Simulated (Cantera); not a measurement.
Cantera run:

```python
import numpy as np
import cantera as ct

gas_names = """
    CL CL2 H HCL H2 N NH NH2 NH3 N2 N2H2 N2H4 Si SiCL SiCL2 SiCL3 SiCL4 SiH SiHCL3 SiH2 SiH2CL2 SiH3
    SiH3CL SiH4 SiN Si2 Si2N Si3
""".split()
cond_names = """
    NH4CL(a) NH4CL(b) Si(cr) Si(L) Si3N4(a)
""".split()


# ... load() reads the species with a 1 bar reference pressure and builds the phases ...
atoms = {
    'SiCl4': {'Si': 1, 'CL': 4},
    'NH3': {'N': 1, 'H': 3},
    'H2': {'H': 2},
}
top_T = {'Si3N4(a)': 2400}  # K; cautious upper limits of use, not melting points


# ... equilibrate(T, P, feed) seeds the gas with the atoms and calls Mixture.equilibrate('TP', solver="vcs", rtol=1e-11, max_steps=5000) ...
results = []
feed = {'SiCl4': 1, 'NH3': 1.4, 'H2': 8.7}  # mol
T = 1750  # K
for P in [5, 17, 59, 210, 710, 2400, 8400, 29000, 100000]:
    mix = equilibrate(T, P, feed)
    results.append((T, P, feed, dict(zip(mix.species_names, mix.species_moles))))

top = {s: max(r[3][s] / sum(r[3][g] for g in gas_names) for r in results) for s in gas_names}
cols = sorted((s for s in top if top[s] > 0.0001), key=lambda s: -top[s])[:8]
seen = [c for c in cond_names if any(r[3].get(c, 0) > 1e-12 for r in results)]
print("log10 of partial pressures in bar; condensed amounts in mol")
print(f"{'P/Pa':>10s}" + "".join(f"{s[:9]:>10s}" for s in cols + seen))
for T, P, feed, n in results:
    ng = sum(n[g] for g in gas_names)
    print(f"{P:10.4g}" + "".join(f"{np.log10(max(n[s] / ng * P / 1e5, 1e-99)):10.3f}" for s in cols)
          + "".join(f"{n.get(c, 0):10.4g}" for c in seen))
```

Output:

```
log10 of partial pressures in bar; condensed amounts in mol
      P/Pa        H2       HCL     SiCL2        N2         H        Si     SiCL3        CL  Si3N4(a)
         5    -4.469    -5.080    -5.546    -5.600    -5.868    -6.200    -8.590    -6.592         0
        17    -3.923    -4.578    -4.949    -5.061    -5.595    -6.060    -7.765    -6.363         0
        59    -3.375    -4.053    -4.380    -4.517    -5.321    -5.994    -6.944    -6.112         0
       210    -2.820    -3.507    -3.818    -3.964    -5.043    -5.969    -6.113    -5.843         0
       710    -2.289    -2.980    -3.286    -3.435    -4.778    -5.961    -5.320    -5.582         0
      2400    -1.759    -2.453    -2.759    -2.905    -4.513    -5.958    -4.531    -5.320         0
      8400    -1.214    -1.912    -2.221    -2.361    -4.240    -5.956    -3.725    -5.052         0
   2.9e+04    -0.678    -1.311    -1.775    -1.891    -3.972    -6.177    -2.946    -4.718   0.05372
     1e+05    -0.142    -0.709    -1.397    -1.455    -3.705    -6.467    -2.233    -4.384    0.1186
```

Cantera equilibrium calculation (NASA polynomials, part measured and part estimated; ideal gas, pure solids and liquids). The tables' values for SiCl3, SiCl, SiN are old estimates; treat these amounts as uncertain. Gases not in the tables: Si2H6 and higher silanes.
